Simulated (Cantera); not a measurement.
Feed: 1 mol SiCl₄, 6.1 mol H₂.

These are equilibrium values from Cantera (NASA tables, ideal gas, pure condensed phases), not measurements of a reactor. Candidate condensed phases: Si; 19 gas species. The tables' values for SiCl₃ are old estimates. Rates play no part.

Stable condensed phases, one row left out:

```
T in K \ P in Pa
            100    260    670   1700   4500  12000  30000  77000 200000
   1600       A      A      A      A      A      A      A      A      A
   1550       A      A      A      A      A      A      A      A      A
   1500       A      A      A      A      A      A      A      A      A
   1450       A      A      A      A      A      A      A      A      A
   1400       A      A      A      A      A      A      A      A      A
   1350       A      A      A      A      A      A      A      A      A
   1300       A      A      A      A      A      A      A      A      A
   1200       A      A      A      B      B      B      A      A      A
   1150       A      B      B      B      B      A      A      A      A
   1100       B      B      B      B      B      A      A      A      A
   1050       B      B      B      B      A      A      A      A      A
```

A: gas only; B: Si.

Problem. Give the row for 1250 K.

Solution. 100: gas only; 260: gas only; 670: gas only; 1700: gas only; 4500: gas only; 12000: gas only; 30000: gas only; 77000: gas only; 200000: gas only.
